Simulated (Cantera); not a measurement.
A closed system holds: 1 mol Fe₃O₄, 190 mol H₂, equilibrated at 51.0 mbar.

Method: chemical equilibrium by Gibbs-energy minimisation in Cantera with the NASA 1993 tables (ideal gas, pure condensed phases). Candidate condensed phases: Fe, FeO, Fe(OH)₂, Fe(OH)₃, Fe₂O₃, Fe₃O₄, H₂O; 12 gas species. The numbers say what is thermodynamically allowed, not how fast it happens. All values below are at 1725 K.

Base state: H₂ 0.978, H₂O 0.0210, H 0.000813, Fe 0.000185 (mole fractions); condensed: Fe(δ).

Question: What changes in the equilibrium state with this change: pressure from 51.0 mbar to 18.0 mbar?

Answer: 
| species | before | after |
|---|---|---|
| H₂ | 0.978 | 0.977 |
| H₂O | 0.0210 | 0.0210 |
| H | 0.000813 | 0.00137 |
| Fe | 0.000185 | 0.000523 |
| Fe(δ), mol | 2.96 | 2.90 |
